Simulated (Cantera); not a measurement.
A freely propagating, adiabatic, planar premixed flame of 8.20 % CH4, 19.3 % O2, 72.5 % N2, unburnt at 450 K and 0.380 bar; mixture-averaged transport, grid criteria slope 0.08 and curve 0.16, no radiation.

Model: GRI-Mech 3.0 (53 species, 325 reactions), integrated in Cantera. Burning velocities carry a grid error of a few per cent, more on coarse grids.

Q: Predict: laminar burning velocity; thermal thickness; peak x(O); peak x(C2H2); peak x(OH); peak x(CH3).

A: 
* **laminar burning velocity**: 85.8 cm/s
* **thermal thickness**: 0.898 mm
* **peak x(O)**: 0.00603
* **peak x(C2H2)**: 3.68e-5
* **peak x(OH)**: 0.00890
* **peak x(CH3)**: 0.00191
